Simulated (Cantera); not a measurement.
Cantera with NASA thermochemical tables; ideal gases at 1 bar, condensed phases pure. Values are per mole of reaction as written; species without (g) are pure solids or liquids, kept so even where they would boil at 1 bar.

Task: Between 300 and 525 K, where is each reaction favourable under standard conditions?
- 10 O₃(g) + 3 P₄(g) = 3 P₄O₁₀

Result: 
- 10 O₃(g) + 3 P₄(g) = 3 P₄O₁₀: ΔG° is -9862 kJ at 300 K and -9296 kJ at 525 K; it stays negative (K > 1). ΔH° is -10595 kJ and ΔS° -2475 J/K at 525 K.
